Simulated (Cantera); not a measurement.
**Hydrocarbon pyrolysis for carbon deposition**

A perfectly stirred reactor is fed with C2H6 : N2 = 1 : 170 (molar parts), at 30.0 Torr; it is held at 1948 K, and followed from long to short residence time.

Computed with Cantera and GRI-Mech 3.0 (53 species, 325 reactions). GRI-Mech 3.0 stops at C3 and has no aromatics, soot or wall deposition, so with more carbon than oxygen in the feed, carbon stays in small species such as C2H2 where larger ones or solid carbon would form. Radical loss at walls, strong at low pressure, is not modelled.

| τ (s) | x C2H6 | x C2H2 | x H | x C2H4 | x C2H | x CH4 |
|---|---|---|---|---|---|---|
| 25 | 1.25e-8 | 0.00333 | 0.000479 | 6.71e-8 | 2.20e-6 | 9.60e-6 |
| 3.2 | 1.01e-7 | 0.00421 | 0.000402 | 6.74e-7 | 2.34e-6 | 4.49e-5 |
| 0.42 | 7.81e-7 | 0.00499 | 0.000389 | 6.43e-6 | 2.74e-6 | 0.000153 |
| 0.054 | 5.94e-6 | 0.00512 | 0.000449 | 4.70e-5 | 3.44e-6 | 0.000368 |
| 0.0069 | 4.35e-5 | 0.00457 | 0.000603 | 0.000260 | 4.77e-6 | 0.000631 |
| 0.00090 | 0.000299 | 0.00280 | 0.000778 | 0.000975 | 5.61e-6 | 0.000664 |
| 0.00012 | 0.00177 | 0.000336 | 0.000558 | 0.00111 | 1.22e-6 | 0.000209 |
x: mole fraction; the columns are a selection and need not sum to one.
